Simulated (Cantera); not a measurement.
Input: 1 mol CCl4, 5.4 mol H2, held at 2625 K and 0.00390 bar.

Cantera equilibrium calculation (NASA polynomials, part measured and part estimated; ideal gas, pure solids and liquids). Candidate condensed phases: C, C6H6, C7H8, C8H18; 91 gas species. Equilibrium is a limit: real reactors are often held back by kinetics, nucleation or transport.

Base state: H 0.343, H2 0.255, HCl 0.204, Cl 0.192, C2H2 (acetylene) 0.00456, C3 0.000810, C2H 0.000566, C 0.000219 (mole fractions); condensed: C(graphite).

What changes in the equilibrium state with this change: pressure from 0.00390 bar to 0.0110 bar?


```
species             before     after
----------------  --------  --------
H2                   0.255     0.324
HCl                  0.204     0.293
H                    0.343     0.231
Cl                   0.192     0.146
C2                 7.64e-5   2.71e-5
C3                0.000810  0.000287
C                 0.000219   7.77e-5
Cl2                6.80e-6   1.11e-5
C(graphite), mol     0.865     0.875
```

What changes in the equilibrium state with this change: temperature from 2625 K to 1625 K?


```
species             before     after
----------------  --------  --------
HCl                  0.204     0.539
H2                   0.255     0.459
H                    0.343  0.000765
Cl                   0.192  0.000708
C3                0.000810     <1e-9
C2H               0.000566     <1e-9
C                 0.000219     <1e-9
C2                 7.64e-5     <1e-9
C(graphite), mol     0.865     1.000
```

What changes in the equilibrium state with this change: temperature from 2625 K to 2200 K?


```json
[
 {"species": "HCl", "before": "0.204", "after": "0.465"},
 {"species": "H2", "before": "0.255", "after": "0.428"},
 {"species": "H", "before": "0.343", "after": "0.0590"},
 {"species": "Cl", "before": "0.192", "after": "0.0467"},
 {"species": "C2", "before": "7.64e-5", "after": "5.41e-8"},
 {"species": "C3", "before": "0.000810", "after": "6.19e-7"},
 {"species": "C", "before": "0.000219", "after": "3.92e-7"},
 {"species": "C2H", "before": "0.000566", "after": "5.24e-6"},
 {"species": "C(graphite), mol", "before": "0.865", "after": "0.983"}
]
```
